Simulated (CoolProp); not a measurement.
cis-2-butene along the isotherm 353.3 K: fugacity coefficient from the reference equation and from simpler models built on Tc = 435.8 K, pc = 42.36 bar, ω = 0.202; each cubic takes its own stable root.

Computed with CoolProp (reference Helmholtz-energy equation of state, Lemmon 2005). It is a short technical equation, of lower accuracy than the large ones.

```csv
p (bar),phase,reference
0.335,gas,0.9945
0.565,gas,0.9908
0.954,gas,0.9844
1.61,gas,0.9737
2.72,gas,0.9556
4.58,gas,0.9253
7.74,gas,0.8737
13.1,liquid,0.6118
22,liquid,0.3758
37.2,liquid,0.2344
62.8,liquid,0.1516
106,liquid,0.1040
```

**Question.** How far does each simpler model (van der Waals, Soave-Redlich-Kwong, Peng-Robinson) lie from the reference over these 12 states: mean and median of the absolute difference, and the worst?

**Answer.** 
- van der Waals: mean 32.0 %, median 3.3 %, worst +101.2 % at 353.3 K and 106 bar
- Soave-Redlich-Kwong: mean 1.7 %, median 0.8 %, worst +5.5 % at 353.3 K and 106 bar
- Peng-Robinson: mean 0.1 %, median 0.0 %, worst -0.8 % at 353.3 K and 106 bar

At some of these states van der Waals gives the other phase, because its saturation line lies elsewhere.
